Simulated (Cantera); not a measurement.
Feed: 1 mol SiH4, 0.41 mol O2, 10 mol H2, at 2123.15 K and 0.133 bar.

These are equilibrium values from Cantera (NASA tables, ideal gas, pure condensed phases), not measurements of a reactor. Candidate condensed phases: H2O, Si, SiO2; 18 gas species. Gases not in the tables: Si2H6 and higher silanes. Kinetics and transport are ignored.

Base state: H2 0.925, SiO 0.0636, H 0.00946, Si 0.00128, SiH 0.000232, SiH2 0.000190, Si2 1.75e-5 (mole fractions); condensed: Si(l).

Q: What changes in the equilibrium state with this change: 0.086 mol CH4 added?

A: 
```
species       before     after
----------  --------  --------
H2             0.925     0.926
SiO           0.0636    0.0562
H            0.00946   0.00946
CO                 0   0.00657
Si2C               0   1.15e-5
SiH2        0.000190  0.000190
Si(l), mol     0.158     0.243
```
Further candidate phases: C, C6H6, C7H8, C8H18, SiC.
